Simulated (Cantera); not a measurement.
## TiO2 + H2 + H2O (hydrogen reduction and annealing atmospheres)

A closed system holds: 1 mol TiO2, 1.2 mol H2, 1.1 mol H2O, held at 1923.15 K and 430000 Pa.

These are equilibrium values from Cantera (NASA tables, ideal gas, pure condensed phases), not measurements of a reactor. Candidate condensed phases: H2O, Ti, TiO, TiO2, Ti2O3, Ti3O5, Ti4O7; 12 gas species. Gases not in the tables: TiO(OH)2. Rates play no part.

```
Quantity                                Result
-----------------------------------  ---------
x(H2)                                    0.521
x(H2O)                                   0.478
x(H)                                  0.000328
x(OH)                                  2.59e-5
n(TiO2(rutile))                       1.00 mol
gas amount                           2.300 mol
log10 activity of Ti4O7(s) (absent)      -0.68
log10 activity of Ti3O5(s) (absent)      -0.77
log10 activity of Ti2O3(s) (absent)      -1.36
```
